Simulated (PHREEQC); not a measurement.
Solution (20 °C): 17 mmol/kgw Cs2CO3. Closed to the air; pH follows from the charge balance.

All values are PHREEQC results (ion-association model, wateq4f.dat), not measurements.

This is a speciation only: nothing precipitates in the calculation.

Q: Predict the pH, ionic strength.

A: pH 11.20; ionic strength 0.0497 mol/kgw.

Q: In which forms is C present?

A: CO3-2 92 %, HCO3- 7.8 % of the C.

Species that the database lacks are ignored.
